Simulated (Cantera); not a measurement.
A closed system holds: 1 mol C2H5OH, 0.022 mol O2, 0.22 mol N2, at 2325 °C and 1330 Pa.

Equilibrium computed with Cantera from the NASA thermochemical tables; the gas is ideal and each condensed phase is pure. The numbers say what is thermodynamically allowed, not how fast it happens.

| species | before | after |
|---|---|---|
| N2 | 0.0384 | 0.784 |
| H | 0.231 | 0.0840 |
| H2 | 0.491 | 0.0648 |
| CO | 0.216 | 0.0415 |
| HCN | 0.0123 | 0.0202 |
| C2N2 | 5.26e-6 | 0.000107 |
| C2H2 (acetylene) | 0.00791 | 0.00104 |
| C4H2 | 5.27e-5 | 6.96e-6 |
| CN | 0.000383 | 0.00173 |
| C2H | 0.000326 | 0.000119 |
| HNC | 0.00161 | 0.00264 |
| C(graphite), mol | 0.804 | 0.259 |
Gas species are given as mole fractions.

Q: Name the change that produced these shifts.
A. N2 from 0.22 to 20 mol
B. pressure from 1330 Pa to 19.0 Pa
C. pressure from 1330 Pa to 10000 Pa
D. pressure from 1330 Pa to 130 Pa

A: A, N2 from 0.22 to 20 mol
